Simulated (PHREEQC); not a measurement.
Solution (25 °C): 0.0014 mol/kgw LiOH, 0.00037 mol/kgw Na2SO4 and 0.00034 mol/kgw K2CO3. Closed to the air; pH follows from the charge balance.

The numbers come from PHREEQC with the ion-association model, phreeqc.dat.

No solid was allowed to form.

### Question
What pH, ionic strength, specific conductance does the model give?

### Answer
pH 11.12; ionic strength 0.00348 mol/kgw; specific conductance 502 µS/cm.

### Question
In which forms is C present?

### Answer
CO3-2 87 %, HCO3- 12 %, NaCO3- 0.9 % of the C.
